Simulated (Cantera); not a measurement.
## Metals in furnace atmospheres: Pb + CO₂ + H₂ + CO

Feed: 1 mol Pb, 3.3 mol CO₂, 6.5 mol H₂, 0.15 mol CO.

Method: chemical equilibrium by Gibbs-energy minimisation in Cantera with the NASA 1993 tables (ideal gas, pure condensed phases). Candidate condensed phases: C, C₆H₆, C₇H₈, C₈H₁₈, H₂O, Pb, PbO, PbO₂, Pb₃O₄; 113 gas species. Rates play no part.

Stable condensed phases:

```
T in °C \ P in Pa
              10      61     370    2200   13000   82000  500000 3000000
   1425        A       A       A       A       A       A       B       B
   1325        A       A       A       A       A       B       B       B
   1225        A       A       A       A       A       B       B       B
   1125        A       A       A       A       B       B       B       B
   1025        A       A       A       A       B       B       B       B
    925        A       A       A       B       B       B       B       B
    825        A       A       B       B       B       B       B       B
    725        A       B       B       B       B       B       B       B
    625        B       B       B       B       B       B       B       C
```

A: gas only; B: Pb; C: C + Pb.
